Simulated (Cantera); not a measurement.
Low-pressure radical oxidation in H2/O2

An isothermal, constant-pressure homogeneous reactor starts with H2 : O2 : N2 = 0.21 : 1 : 1 (molar parts), equivalence ratio 0.10, at 1000 K and 2670 Pa.

Computed with Cantera and GRI-Mech 3.0 (53 species, 325 reactions). Radical loss at walls, strong at low pressure, is not modelled. The temperature is held fixed by assumption; the heat of reaction is taken as removed at once.

| t (s) | x H2 | x O2 | x H2O2 | x NO2 | x NO | x H2O |
|---|---|---|---|---|---|---|
| 8.00e-6 | 0.0950 | 0.452 | <1e-12 | <1e-12 | <1e-12 | <1e-12 |
| 2.57e-5 | 0.0950 | 0.452 | <1e-12 | <1e-12 | <1e-12 | <1e-12 |
| 8.26e-5 | 0.0950 | 0.452 | <1e-12 | <1e-12 | <1e-12 | 1.21e-11 |
| 0.000265 | 0.0950 | 0.452 | <1e-12 | <1e-12 | <1e-12 | 2.56e-10 |
| 0.000853 | 0.0950 | 0.452 | <1e-12 | <1e-12 | <1e-12 | 1.75e-8 |
| 0.00274 | 0.0936 | 0.452 | 9.08e-9 | <1e-12 | 4.65e-12 | 0.00102 |
| 0.00880 | 0.00221 | 0.420 | 3.56e-7 | 2.81e-11 | 4.26e-7 | 0.0924 |
| 0.0283 | 0.000173 | 0.425 | 2.92e-7 | 5.32e-10 | 4.62e-7 | 0.0993 |
| 0.0909 | 1.39e-5 | 0.425 | 1.39e-7 | 2.90e-9 | 4.60e-7 | 0.0997 |
| 0.292 | 1.30e-6 | 0.425 | 4.99e-8 | 4.88e-9 | 4.58e-7 | 0.0997 |
| 0.938 | 1.65e-7 | 0.425 | 1.69e-8 | 4.74e-9 | 4.58e-7 | 0.0998 |
| 3.01 | 3.19e-8 | 0.425 | 5.76e-9 | 3.47e-9 | 4.60e-7 | 0.0998 |
| 9.69 | 7.80e-9 | 0.425 | 1.94e-9 | 2.19e-9 | 4.61e-7 | 0.0998 |
| 31.1 | 2.13e-9 | 0.425 | 6.41e-10 | 1.41e-9 | 4.62e-7 | 0.0998 |
| 100 | 6.23e-10 | 0.425 | 2.09e-10 | 1.35e-9 | 4.62e-7 | 0.0998 |
x: mole fraction; the columns are a selection and need not sum to one.

Equilibrium at this temperature and pressure: H2 8.24e-11, O2 0.425, H2O2 2.99e-11, NO2 4.33e-7, NO 3.48e-5, H2O 0.0998 (gas phase only).
